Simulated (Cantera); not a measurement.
What does this Cantera script print?

```python
import numpy as np
import cantera as ct

gas_names = """
    H HNO HNO2 HNO3 HO2 H2 H2O H2O2 N NH NH2 NH3 NH2OH NO NO2 NO3 N2 N2H2 N2H4 N2O O OH O2 O3 Si SiH
    SiH2 SiH3 SiH4 SiN SiO SiO2 Si2 Si2N Si3
""".split()
cond_names = """
    H2O(s) H2O(L) Si(cr) Si(L) SiO2(Lqz) SiO2(hqz) SiO2(L) Si2N2O(s) Si3N4(a)
""".split()


# ... load() reads the species with a 1 bar reference pressure and builds the phases ...
atoms = {
    'Si3N4': {'Si': 3, 'N': 4},
    'H2O': {'H': 2, 'O': 1},
    'H2': {'H': 2},
}
top_T = {'Si2N2O(s)': 2100, 'Si3N4(a)': 2400}  # K; cautious upper limits of use, not melting points


# ... equilibrate(T, P, feed) seeds the gas with the atoms and calls Mixture.equilibrate('TP', solver="vcs", rtol=1e-11, max_steps=5000) ...
results = []
feed = {'Si3N4': 1, 'H2O': 0.0012, 'H2': 8.8}  # mol
T = 1798.15  # K
P = 250000  # Pa
mix = equilibrate(T, P, feed)
results.append((T, P, feed, dict(zip(mix.species_names, mix.species_moles))))
x = sorted(zip(gas.X, gas.species_names), reverse=True)
print(f"T = {T:g} K  P = {P:g} Pa  gas = {mix.phase_moles(0):.4g} mol")
print("   x: " + "  ".join(f"{s} {v:.3e}" for v, s in x if v > 0.0001))
print("   condensed (mol): " + ("  ".join(f"{mix.phase(i).name} {mix.phase_moles(i):.4g}"
      for i in range(1, mix.n_phases) if mix.phase_moles(i) > 1e-12) or "none"))
```

It prints:

```
T = 1798.15 K  P = 250000 Pa  gas = 8.833 mol
   x: H2 9.962e-01  N2 3.417e-03  H 2.225e-04  SiO 1.274e-04
   condensed (mol): Si(L) 0.04383  Si2N2O(s) 7.098e-05  Si3N4(a) 0.9849
```

Cantera equilibrium calculation (NASA polynomials, part measured and part estimated; ideal gas, pure solids and liquids). Mutual solubility and eutectic melting of coexisting phases are not modelled. Gases not in the tables: Si2H6 and higher silanes.
